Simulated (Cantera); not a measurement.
An adiabatic, constant-pressure homogeneous reactor starts with CH4 : O2 : N2 = 1 : 3.12 : 11.8 (molar parts), at 975 K and 14.8 atm. Integrator tolerance rtol = 1e-08.

Detailed kinetics in Cantera: GRI-Mech 3.0 (53 species, 325 reactions). The pressure lies above the range GRI-Mech 3.0 was tuned for (to about 10 atm). Below about 1000 K GRI-Mech 3.0 lacks low-temperature oxidation paths.

Problem. What does this change do: pressure from 14.8 atm to 22.7 atm?

Solution. 
```json
[
 {"quantity": "time of steepest temperature rise", "before": "79.1 ms", "after": "52.8 ms"},
 {"quantity": "temperature at 2.00 s", "before": "2256 K", "after": "2258 K"},
 {"quantity": "equilibrium temperature", "before": "2256 K", "after": "2258 K"},
 {"quantity": "x(CH4) at 2.00 s", "before": "<1e-12 (gas-phase equilibrium <1e-12)", "after": "<1e-12 (gas-phase equilibrium <1e-12)"},
 {"quantity": "x(O2) at 2.00 s", "before": "0.0660 (gas-phase equilibrium 0.0660)", "after": "0.0660 (gas-phase equilibrium 0.0660)"},
 {"quantity": "x(HCO) at 2.00 s", "before": "4.92e-11 (gas-phase equilibrium 4.92e-11)", "after": "4.56e-11 (gas-phase equilibrium 4.56e-11)"},
 {"quantity": "x(C2H) at 2.00 s", "before": "<1e-12 (gas-phase equilibrium <1e-12)", "after": "<1e-12 (gas-phase equilibrium <1e-12)"},
 {"quantity": "x(CH2O) at 2.00 s", "before": "<1e-12 (gas-phase equilibrium <1e-12)", "after": "<1e-12 (gas-phase equilibrium <1e-12)"}
]
```

Problem. What does this change do: O2 3.12 to 2.2 parts?

Solution. 
| quantity | before | after |
|---|---|---|
| time of steepest temperature rise | 79.1 ms | 0.109 s |
| temperature at 2.00 s | 2256 K | 2326 K |
| equilibrium temperature | 2256 K | 2326 K |
| x(CH4) at 2.00 s | <1e-12 (gas-phase equilibrium <1e-12) | <1e-12 (gas-phase equilibrium <1e-12) |
| x(O2) at 2.00 s | 0.0660 (gas-phase equilibrium 0.0660) | 0.0121 (gas-phase equilibrium 0.0121) |
| x(HCO) at 2.00 s | 4.92e-11 (gas-phase equilibrium 4.92e-11) | 4.55e-10 (gas-phase equilibrium 4.55e-10) |
| x(C2H) at 2.00 s | <1e-12 (gas-phase equilibrium <1e-12) | <1e-12 (gas-phase equilibrium <1e-12) |
| x(CH2O) at 2.00 s | <1e-12 (gas-phase equilibrium <1e-12) | 9.26e-12 (gas-phase equilibrium 9.26e-12) |
